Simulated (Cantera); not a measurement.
## Ignition delay

Mixture: 8.14 % CH₄, 18.7 % O₂, 70.4 % N₂, 2.77 % H₂O, equivalence ratio 0.87, at 880000 Pa, adiabatic and at constant volume. Ignition delay is the time to a rise of 400 K.

Model: GRI-Mech 3.0 (53 species, 325 reactions), integrated in Cantera.

```tsv
T0 (K)	delay (ms)
1275	2.02
1350	0.884
1425	0.406
1500	0.195
1575	0.0976
1650	0.0511
1725	0.0281
1800	0.0163
1875	0.00993
```

apparent activation energy between 1725 and 1875 K: 190 kJ/mol
